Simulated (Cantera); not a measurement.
A perfectly stirred reactor is fed with 16.7 % C₂H₆, 83.3 % H₂, at 1.00 bar; it is held at 1475 K, and followed from long to short residence time.

Model: GRI-Mech 3.0 (53 species, 325 reactions), integrated in Cantera. GRI-Mech 3.0 stops at C3 and has no aromatics, soot or wall deposition, so with more carbon than oxygen in the feed, carbon stays in small species such as C2H2 where larger ones or solid carbon would form.

**Question.** Predict: x(C₂H₆) at τ = 3.90 s; x(H₂) at τ = 3.90 s; x(H) at τ = 3.90 s; x(C₂H₄) at τ = 3.90 s; x(C₂H₂) at τ = 3.90 s; x(C₂H₆) at τ = 40.0 ms; x(H₂) at τ = 40.0 ms; x(H) at τ = 40.0 ms; x(C₂H₄) at τ = 40.0 ms; x(C₂H₂) at τ = 40.0 ms.

**Answer.** 
```
Item                      Result
----------------------  --------
x(C₂H₆) at τ = 3.90 s   0.000152
x(H₂) at τ = 3.90 s        0.777
x(H) at τ = 3.90 s       1.33e-5
x(C₂H₄) at τ = 3.90 s     0.0155
x(C₂H₂) at τ = 3.90 s     0.0539
x(C₂H₆) at τ = 40.0 ms   0.00130
x(H₂) at τ = 40.0 ms       0.820
x(H) at τ = 40.0 ms      4.80e-5
x(C₂H₄) at τ = 40.0 ms    0.0298
x(C₂H₂) at τ = 40.0 ms    0.0676
```
